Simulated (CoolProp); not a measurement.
A single-stage vapour-compression cycle with tetrahydrofuran: evaporating at 301.15 K (dew point), condensing at 347.15 K (bubble point), superheat 2 K, subcooling 8 K, compressor efficiency 0.9, no pressure losses. Each further row changes one setting.

Computed with CoolProp (reference Helmholtz-energy equation of state, Fiedler 2023).

```tsv
case	cooling COP	pressure ratio	discharge temperature (K)	refrigerating effect (kJ/kg)	volumetric capacity (kJ/m³)
as stated	5.44	5.31	363.0	377	268
evaporating temperature 306.15 K	6.28	4.30	360.5	382	331
condensing temperature 342.15 K	6.19	4.54	357.4	386	275
subcooling 13 K	5.57	5.31	363.0	386	275
superheat 12 K	5.43	5.31	372.6	388	267
compressor efficiency 0.8	4.83	5.31	369.3	377	268
```
